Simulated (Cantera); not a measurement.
Charge: 1 mol Ti, 47 mol H2, equilibrated at 0.810 bar.

These are equilibrium values from Cantera (NASA tables, ideal gas, pure condensed phases), not measurements of a reactor. Candidate condensed phases: Ti; 3 gas species. The numbers say what is thermodynamically allowed, not how fast it happens.

x: gas mole fraction; n: condensed amount in mol.

```json
[
 {"T (°C)": "1077", "x H2": "1.000", "x H": "2.65e-6", "x Ti": "2.20e-11", "n Ti(β)": "1.00", "n Ti(l)": "0"},
 {"T (°C)": "1127", "x H2": "1.000", "x H": "5.40e-6", "x Ti": "9.53e-11", "n Ti(β)": "1.00", "n Ti(l)": "0"},
 {"T (°C)": "1177", "x H2": "1.000", "x H": "1.05e-5", "x Ti": "3.73e-10", "n Ti(β)": "1.00", "n Ti(l)": "0"},
 {"T (°C)": "1227", "x H2": "1.000", "x H": "1.96e-5", "x Ti": "1.33e-9", "n Ti(β)": "1.00", "n Ti(l)": "0"},
 {"T (°C)": "1277", "x H2": "1.000", "x H": "3.50e-5", "x Ti": "4.36e-9", "n Ti(β)": "1.00", "n Ti(l)": "0"},
 {"T (°C)": "1327", "x H2": "1.000", "x H": "6.04e-5", "x Ti": "1.33e-8", "n Ti(β)": "1.000", "n Ti(l)": "0"},
 {"T (°C)": "1377", "x H2": "1.000", "x H": "(withheld)", "x Ti": "(withheld)", "n Ti(β)": "1.000", "n Ti(l)": "0"},
 {"T (°C)": "1427", "x H2": "1.000", "x H": "0.000164", "x Ti": "1.00e-7", "n Ti(β)": "1.000", "n Ti(l)": "0"},
 {"T (°C)": "1477", "x H2": "1.000", "x H": "0.000258", "x Ti": "2.53e-7", "n Ti(β)": "1.000", "n Ti(l)": "0"},
 {"T (°C)": "1527", "x H2": "1.000", "x H": "0.000398", "x Ti": "6.04e-7", "n Ti(β)": "1.000", "n Ti(l)": "0"},
 {"T (°C)": "1577", "x H2": "0.999", "x H": "(withheld)", "x Ti": "(withheld)", "n Ti(β)": "1.000", "n Ti(l)": "0"},
 {"T (°C)": "1627", "x H2": "0.999", "x H": "0.000881", "x Ti": "2.99e-6", "n Ti(β)": "1.000", "n Ti(l)": "0"},
 {"T (°C)": "1677", "x H2": "0.999", "x H": "0.00127", "x Ti": "6.24e-6", "n Ti(β)": "0", "n Ti(l)": "1.000"},
 {"T (°C)": "1727", "x H2": "0.998", "x H": "0.00181", "x Ti": "1.23e-5", "n Ti(β)": "0", "n Ti(l)": "0.999"}
]
```

Complete the blanks.


- 1577, x H: 0.000598
- 1577, x Ti: 1.38e-6
- 1377, x H: 0.000101
- 1377, x Ti: 3.77e-8
